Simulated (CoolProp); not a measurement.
Saturation properties of R114.

Computed with CoolProp (reference Helmholtz-energy equation of state, Platzer 1990). This equation is an older, rougher fit; its heat capacities, sound speeds and derivatives of the liquid may be far off and weren't checked against measurements.

```json
[
 {"T (K)": "294", "p (MPa)": "0.1872", "liquid density (kg/m³)": "1467", "vapour density (kg/m³)": "13.95", "enthalpy of vaporisation (kJ/kg)": "129.7"},
 {"T (K)": "306", "p (MPa)": "0.2739", "liquid density (kg/m³)": "1430", "vapour density (kg/m³)": "20.05", "enthalpy of vaporisation (kJ/kg)": "124.9"},
 {"T (K)": "318", "p (MPa)": "0.3882", "liquid density (kg/m³)": "1391", "vapour density (kg/m³)": "28.09", "enthalpy of vaporisation (kJ/kg)": "119.9"},
 {"T (K)": "330", "p (MPa)": "0.5350", "liquid density (kg/m³)": "1350", "vapour density (kg/m³)": "38.55", "enthalpy of vaporisation (kJ/kg)": "114.3"},
 {"T (K)": "342", "p (MPa)": "0.7198", "liquid density (kg/m³)": "1306", "vapour density (kg/m³)": "52.06", "enthalpy of vaporisation (kJ/kg)": "108.1"},
 {"T (K)": "353.9", "p (MPa)": "0.9463", "liquid density (kg/m³)": "1258", "vapour density (kg/m³)": "69.36", "enthalpy of vaporisation (kJ/kg)": "101.3"},
 {"T (K)": "365.9", "p (MPa)": "1.225", "liquid density (kg/m³)": "1206", "vapour density (kg/m³)": "92.04", "enthalpy of vaporisation (kJ/kg)": "93.46"},
 {"T (K)": "377.9", "p (MPa)": "1.560", "liquid density (kg/m³)": "1145", "vapour density (kg/m³)": "122.1", "enthalpy of vaporisation (kJ/kg)": "84.34"}
]
```

It boils at 276.7 K under 1 atm.
